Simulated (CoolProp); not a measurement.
Vapour-liquid equilibrium of cyclohexane (1) + ethanol (2) at 69.85 °C; x and y are mole fractions of (1).

Computed with CoolProp (multi-fluid Helmholtz-energy mixture model, Zhou 2014 and Schroeder 2014; pair parameters Bell 2016).

**Question.** Give the bubble pressure and the first vapour's composition at x = 0.2, 0.65, 0.8. Is there an azeotrope?

**Answer.** x = 0.2: 0.1076 MPa, y = 0.432; x = 0.65: 0.1147 MPa, y = 0.529; x = 0.8: 0.1106 MPa, y = 0.574. y crosses x between x = 0.5 and 0.65: the model has an azeotrope there.

The pair parameters rest on a limited set of measurements; away from them the model extrapolates. With so large a gap from Raoult's law the liquid may split in two, which this calculation doesn't test in full.
